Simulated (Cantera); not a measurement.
# Equilibrium for calcination and drying: CaCO₃ + C + H₂O

Feed: 1 mol CaCO₃, 0.012 mol C, 0.011 mol H₂O, equilibrated at 948 K and 0.560 bar.

These are equilibrium values from Cantera (NASA tables, ideal gas, pure condensed phases), not measurements of a reactor. Candidate condensed phases: C, C₆H₆, C₇H₈, C₈H₁₈, Ca, CaCO₃, CaO, Ca(OH)₂, H₂O; 115 gas species. Equilibrium is a limit: real reactors are often held back by kinetics, nucleation or transport.

The x(H₂) is 0.476. The x(CO) is 0.319, the x(CO₂) is 0.100 and the x(H₂O) is 0.0825. The x(CH₄) comes out as 0.0218 and the n(C(graphite)) comes out as 0.00394 mol. The n(CaCO₃(calcite)) is 1.00 mol, the gas amount is 0.01827 mol and the log10 activity of Ca(OH)₂(s) (absent) is -2.88. The log10 activity of Ca(s) (absent) is -18.46.
